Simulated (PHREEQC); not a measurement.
Consider water at 45 °C with 0.21 mol/kgw ZnSO4, 0.0088 mol/kgw NaOH and 0.00023 mol/kgw HCl. Closed to the air; pH follows from the charge balance.

All values are PHREEQC results (ion-association model, wateq4f.dat), not measurements.

| quantity | before | after |
|---|---|---|
| pH | 7.70 | 7.52 |
| SO4-2 (mol/kgw) | 0.0643 | 0.109 |
| Zn(SO4)2-2 (mol/kgw) | 0.0321 | 0.0767 |
| SI of Goslarite (ZnSO4:7H2O) | -1.69 | -1.38 |

### Question
Name the change that produced these shifts.
A) 0.0086 mol/kgw CsF added
B) ZnSO4 from 0.21 to 0.42 mol/kgw
C) diluted 10-fold with water
D) HCl left out
E) diluted 5-fold with water

### Answer
B, ZnSO4 from 0.21 to 0.42 mol/kgw

Precipitation was switched off in this run. The ionic strength passes 0.7 mol/kgw, the rough limit of the ion-association models, in after. Some of these states are supersaturated (in Zincite(c) (slow to form), for instance). At this temperature some constants are extrapolated from 25 °C, and those without enthalpy data are left unchanged.
